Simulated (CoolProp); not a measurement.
Properties of octamethyltrisiloxane (MDM) along the isotherm 575 K.

Model: reference Helmholtz-energy equation of state, Thol 2017, in CoolProp.

```tsv
p (bar)	phase	density (kg/m³)	Joule-Thomson coefficient (K/MPa)	isothermal compressibility (1/MPa)	expansivity (1/kK)	fugacity coefficient
0.227	gas	1.129	8.205	44.27	1.773	0.9951
0.343	gas	1.710	8.243	29.38	1.790	0.9926
0.517	gas	2.587	8.300	19.57	1.817	0.9888
0.78	gas	3.926	8.388	13.05	1.859	0.9831
1.18	gas	5.995	8.527	8.707	1.926	0.9745
1.78	gas	9.172	8.747	5.859	2.033	0.9615
2.68	gas	14.12	9.105	3.987	2.212	0.9422
4.04	gas	22.08	9.723	2.756	2.535	0.9131
6.1	gas	35.49	10.89	1.971	3.195	0.8691
9.2	gas	60.35	13.54	1.543	4.935	0.8028
13.9	gas	126.1	23.59	1.851	16.17	0.6997
20.9	supercritical	402.6	4.918	0.2584	11.80	0.5335
31.6	supercritical	462.2	1.601	0.07370	5.034	0.3983
47.6	supercritical	501.1	0.6982	0.03635	3.233	0.3115
71.9	supercritical	535.3	0.2605	0.02082	2.320	0.2599
```
